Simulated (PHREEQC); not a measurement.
PHREEQC input (ion-association model, wateq4f.dat):

```
SOLUTION_MASTER_SPECIES
  An  An-  0  An  62.0  # stands for a non-complexing anion
SOLUTION_SPECIES
  An- = An-
    -log_k 0
    -gamma 3.0 0
PHASES
  Fix_H+
    H+ = H+
    -log_k 0
SOLUTION 1
  temp 25
  units mmol/kgw
  pH 7 charge
  Na 5
  An 5
END
SELECTED_OUTPUT 1
  -reset false
  -pH true
  -pe true
  -ionic_strength true
  -water true
  -totals Na
  -molalities Hfo_wOH Hfo_wOH2+ Hfo_wO- Hfo_sOH Hfo_sOH2+ Hfo_sO-
USER_PUNCH 1
  -headings sigma psi
  10 PUNCH EDL("sigma", "Hfo"), EDL("psi", "Hfo")
PRINT
  -reset false
USE solution 1
SURFACE 1
  Hfo_wOH 4.49438e-05 600 0.02
  Hfo_sOH 1.1236e-06
EQUILIBRIUM_PHASES 1
  Fix_H+ -3 HAn 10
    -force_equality true
  O2(g) -0.68 10
END
# ... the last block is repeated for the other 12 points of pH, with NaOH or the acid as the point needs
```

Selected output (columns that matter, 13 of 13 rows; pH added in front):

```
pH	mu	Na	m_Hfo_wOH	m_Hfo_wOH2+	m_Hfo_wO-	m_Hfo_sOH	m_Hfo_sOH2+	m_Hfo_sO-	sigma	psi
3	0.0060961	0.005	8.1978e-06	3.6704e-05	4.1945e-08	2.0495e-07	9.1761e-07	1.0486e-09	0.30217	0.21527
3.67	0.005243	0.005	1.7603e-05	2.7079e-05	2.6214e-07	4.4007e-07	6.7698e-07	6.5535e-09	0.22103	0.20308
4.33	0.0050593	0.005	2.5491e-05	1.8655e-05	7.9799e-07	6.3728e-07	4.6637e-07	1.995e-08	0.14718	0.18312
5	0.0050163	0.005	3.0612e-05	1.2633e-05	1.6993e-06	7.6529e-07	3.1582e-07	4.2483e-08	0.090116	0.15821
5.67	0.0050055	0.005	3.3149e-05	8.9974e-06	2.7978e-06	8.2872e-07	2.2493e-07	6.9945e-08	0.051098	0.12934
6.33	0.0050022	0.005	3.4113e-05	7.0496e-06	3.7815e-06	8.5282e-07	1.7624e-07	9.4538e-08	0.026936	0.097297
7	0.0050009	0.005	3.4415e-05	6.0287e-06	4.5005e-06	8.6037e-07	1.5072e-07	1.1251e-07	0.012596	0.061908
7.67	0.0050003	0.005	3.4491e-05	5.4788e-06	4.9742e-06	8.6227e-07	1.3697e-07	1.2436e-07	0.0041591	0.024787
8.33	0.0050024	0.0050026	3.4498e-05	5.1002e-06	5.3457e-06	8.6245e-07	1.275e-07	1.3364e-07	-0.0020237	-0.01241
9	0.0050114	0.005012	3.4453e-05	4.6764e-06	5.8148e-06	8.6132e-07	1.1691e-07	1.4537e-07	-0.0093824	-0.04985
9.67	0.0050519	0.0050532	3.4254e-05	4.046e-06	6.6436e-06	8.5636e-07	1.0115e-07	1.6609e-07	-0.02141	-0.085913
10.33	0.0052341	0.0052367	3.3556e-05	3.12e-06	8.2678e-06	8.389e-07	7.7999e-08	2.067e-07	-0.04243	-0.11881
11	0.0060937	0.0060988	3.1305e-05	1.9149e-06	1.1724e-05	7.8263e-07	4.7873e-08	2.931e-07	-0.080847	-0.14769
```

Complexes and solids missing from the database can't appear. The oxide is taken as insoluble; below pH 4 it would dissolve.
